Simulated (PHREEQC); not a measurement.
A PHREEQC input (ion-association model, phreeqc.dat):

```
SOLUTION 1
  temp 20
  units mg/L
  pH 6.95
  pe 9.8
  Na 0.965
  K 0.507
  Ca 5.41
  Mg 0.483
  Cl 2.37 charge
  Li 0.1 charge
  S(6) 0.0583 as SO4
  Alkalinity 18.9 as HCO3
  Sr 0.986
  O(0) 0.0828
END
USE solution 1
EQUILIBRIUM_PHASES 1
  CO2(g) -3.4 10
END
```

It stops with these messages:

```
ERROR: Charge balance specified for more than one species.
ERROR: Program terminating due to input errors.
```

The fault: two constituents marked charge. The line should read `Cl 2.37` where the input has `Cl 2.37 charge / Li 0.1 charge`. With the mend the run ends at pH 7.67 and ionic strength 0.000548 mol/kgw.
